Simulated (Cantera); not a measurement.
Cantera run, input and output.

```python
import numpy as np
import cantera as ct

gas = ct.Solution("gri30.yaml", transport_model="multicomponent")
show = ['H2O', 'C2H2', 'OH']

rows = []
print(f"{'T/K':>7s}{'rho':>11s}{'cp':>10s}{'mu':>11s}{'lambda':>11s}{'Pr':>7s}" + "".join(f"{'D_' + s:>11s}" for s in show))
for T in [400, 650, 900, 1150, 1400, 1650, 1900, 2150, 2400]:
    gas.TPX = T, 330, {'C2H2': 0.37, 'CO2': 0.17}
    Pr = gas.cp_mass * gas.viscosity / gas.thermal_conductivity
    D = [gas.mix_diff_coeffs_mole[gas.species_index(s)] for s in show]
    rows.append([gas.density, gas.cp_mass, gas.viscosity, gas.thermal_conductivity, Pr, *D])
    print(f"{T:7g}{gas.density:11.4e}{gas.cp_mass:10.1f}{gas.viscosity:11.4e}"
          f"{gas.thermal_conductivity:11.4e}{Pr:7.3f}" + "".join(f"{d:11.4e}" for d in D))
print("SI units: kg/m3, J/kg/K, Pa s, W/m/K, m2/s")
```

Result:

```
    T/K        rho        cp         mu     lambda     Pr      D_H2O     D_C2H2       D_OH
    400 3.1450e-03    1496.7 1.5742e-05 3.2133e-02  0.733 9.1141e-03 6.5049e-03 1.2847e-02
    650 1.9354e-03    1769.7 2.3413e-05 5.6443e-02  0.734 2.3181e-02 1.5740e-02 2.9826e-02
    900 1.3978e-03    1948.1 2.9794e-05 7.9163e-02  0.733 4.2146e-02 2.7838e-02 5.1781e-02
   1150 1.0939e-03    2085.0 3.5394e-05 1.0082e-01  0.732 6.5255e-02 4.2409e-02 7.8126e-02
   1400 8.9857e-04    2189.4 4.0468e-05 1.2125e-01  0.731 9.2038e-02 5.9213e-02 1.0849e-01
   1650 7.6242e-04    2269.0 4.5164e-05 1.4046e-01  0.730 1.2218e-01 7.8086e-02 1.4259e-01
   1900 6.6210e-04    2330.0 4.9573e-05 1.5853e-01  0.729 1.5547e-01 9.8908e-02 1.8023e-01
   2150 5.8511e-04    2377.2 5.3758e-05 1.7561e-01  0.728 1.9175e-01 1.2159e-01 2.2125e-01
   2400 5.2416e-04    2414.7 5.7764e-05 1.9187e-01  0.727 2.3091e-01 1.4606e-01 2.6551e-01
SI units: kg/m3, J/kg/K, Pa s, W/m/K, m2/s
```

Detailed kinetics in Cantera: GRI-Mech 3.0 (53 species, 325 reactions). The composition is frozen, though it would react at the higher temperatures.
